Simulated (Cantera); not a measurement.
Input: 1 mol CH₃SiCl₃, 0.013 mol CH₄, 30 mol H₂, 0.19 mol HCl, at 0.740 bar.

Method: chemical equilibrium by Gibbs-energy minimisation in Cantera with the NASA 1993 tables (ideal gas, pure condensed phases). Candidate condensed phases: C, C₆H₆, C₇H₈, C₈H₁₈, Si, SiC; 109 gas species. The feed counts by its element totals alone. The tables' values for SiCl₃ are old estimates; treat these amounts as uncertain. Kinetics and transport are ignored.

log p: log10 of the partial pressure in bar; n: condensed amount in mol.

| T (K) | log p H₂ | log p HCl | log p CH₄ | log p SiCl₄ | n SiC(s) |
|---|---|---|---|---|---|
| 998 | -0.16 | -1.55 | -1.92 | -2.00 | (withheld) |
| 1048 | -0.17 | -1.42 | -2.03 | -2.12 | (withheld) |
| 1098 | -0.17 | -1.32 | -2.17 | -2.28 | (withheld) |
| 1148 | -0.17 | -1.26 | -2.33 | -2.47 | (withheld) |
| 1198 | -0.17 | -1.21 | -2.50 | -2.68 | 0.873 |
| 1248 | -0.17 | -1.19 | -2.67 | -2.93 | 0.918 |
| 1298 | -0.17 | -1.17 | -2.83 | -3.19 | 0.946 |

Some entries are withheld; supply them.


- 998, n SiC(s): 0.491
- 1048, n SiC(s): 0.603
- 1098, n SiC(s): 0.712
- 1148, n SiC(s): 0.804
